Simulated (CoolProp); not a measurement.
Vapour-liquid equilibrium of methanol (1) + benzene (2) at 104.25 °C; x and y are mole fractions of (1).

Computed with CoolProp (multi-fluid Helmholtz-energy mixture model, de Reuck 1993 and Thol 2012; pair parameters Bell 2016).

```json
[
 {"x": "0.05", "bubble pressure, mixture model (bar)": "[?]", "bubble pressure, Raoult's law (bar)": "2.119", "y, mixture model": "0.265", "y, Raoult's law": "0.095"},
 {"x": "0.2", "bubble pressure, mixture model (bar)": "3.809", "bubble pressure, Raoult's law (bar)": "2.422", "y, mixture model": "[?]", "y, Raoult's law": "0.333"},
 {"x": "0.35", "bubble pressure, mixture model (bar)": "4.181", "bubble pressure, Raoult's law (bar)": "2.725", "y, mixture model": "[?]", "y, Raoult's law": "0.519"},
 {"x": "0.5", "bubble pressure, mixture model (bar)": "4.340", "bubble pressure, Raoult's law (bar)": "3.028", "y, mixture model": "[?]", "y, Raoult's law": "0.667"},
 {"x": "0.65", "bubble pressure, mixture model (bar)": "4.420", "bubble pressure, Raoult's law (bar)": "3.330", "y, mixture model": "0.675", "y, Raoult's law": "0.788"},
 {"x": "0.8", "bubble pressure, mixture model (bar)": "4.392", "bubble pressure, Raoult's law (bar)": "3.633", "y, mixture model": "[?]", "y, Raoult's law": "0.889"},
 {"x": "0.95", "bubble pressure, mixture model (bar)": "4.165", "bubble pressure, Raoult's law (bar)": "3.936", "y, mixture model": "[?]", "y, Raoult's law": "0.974"}
]
```

Task: Complete the blanks.

Result: 
- 0.05, bubble pressure, mixture model (bar): 2.743
- 0.2, y, mixture model: 0.506
- 0.35, y, mixture model: 0.577
- 0.5, y, mixture model: 0.621
- 0.8, y, mixture model: 0.766
- 0.95, y, mixture model: 0.925

The largest gap from Raoult's law is +57.3 % in bubble pressure, at x = 0.2. y crosses x between x = 0.65 and 0.8: the model has an azeotrope there.

Pair parameters are fitted to limited data, so mixtures are less certain than the pure fluids. With so large a gap from Raoult's law the liquid may split in two, which this calculation doesn't test in full.
